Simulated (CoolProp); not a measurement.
Properties of methanol along the isobar 84.4 bar.

Computed with CoolProp (reference Helmholtz-energy equation of state, de Reuck 1993).

```csv
T (°C),phase,density (kg/m³),cp (kJ/(kg K)),Joule-Thomson coefficient (K/MPa),Prandtl number
170.55,liquid,632.8,4.030,0.05653,2.84
176.35,liquid,623.1,4.138,0.09502,2.78
182.05,liquid,612.9,4.255,0.1383,2.72
187.85,liquid,602.0,4.388,0.1892,2.66
193.65,liquid,590.2,4.537,0.2491,2.62
199.45,liquid,577.5,4.711,0.3211,2.57
205.15,liquid,563.8,4.915,0.4081,2.54
210.95,liquid,548.4,5.173,0.5209,2.51
216.75,liquid,531.0,5.517,0.6726,2.51
222.45,liquid,511.0,6.012,0.8879,2.56
228.25,liquid,485.8,6.864,1.239,2.69
234.05,liquid,451.0,8.594,1.873,3.03
245.55,supercritical,150.3,19.19,8.833,4.23
251.35,supercritical,124.4,10.35,8.589,2.58
257.15,supercritical,111.3,7.958,8.497,2.07
```

The peak of cp marks the crossing from liquid-like to gas-like fluid above the critical point.

Viscosity comes from a separate model (Xiang 2006). Thermal conductivity comes from a separate model (Sykioti 2013).
